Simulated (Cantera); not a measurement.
Feed: 1 mol BaF₂, 0.32 mol O₂, 250 mol N₂, equilibrated at 1648 K and 59.3 Torr.

Cantera equilibrium calculation (NASA polynomials, part measured and part estimated; ideal gas, pure solids and liquids). Candidate condensed phases: Ba, BaF₂, BaO; 20 gas species. Equilibrium is a limit: real reactors are often held back by kinetics, nucleation or transport.

Base state: N₂ 0.995, BaF₂ 0.00398, O₂ 0.00117, NO 0.000199 (mole fractions); condensed: gas only.

Q: What changes in the equilibrium state with this change: temperature from 1648 K to 1448.15 K?

A: 
```tsv
species	before	after
N₂	0.995	0.999
O₂	0.00117	0.00124
BaF₂	0.00398	0.000141
NO	0.000199	8.13e-5
BaF₂(s), mol	0	0.965
```
